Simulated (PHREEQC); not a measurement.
Consider water at 20 °C with 0.012 mol KOH, 0.00025 mol Na2SiO3 and 0.00385 mol (CH3)4NCl per kg of water. It is in equilibrium with CO2 at log p = -1 (atm). Otherwise closed; pH follows from the charge balance.

The numbers come from PHREEQC with the ion-association model, phreeqc.dat.

The ionic strength comes out as 0.0163 mol/kgw. What activity coefficients do Cl-, Na+, HCO3-, K+, CO3-2 get?

Cl- 0.88, Na+ 0.88, HCO3- 0.89, K+ 0.88, CO3-2 0.62.

No solid was allowed to form. Saturation is exceeded, for instance for Quartz (slow to form); the values hold only as long as no solid forms. (CH3)4N+ isn't in the database: it is added as a free cation with an ion size of 4 Å.
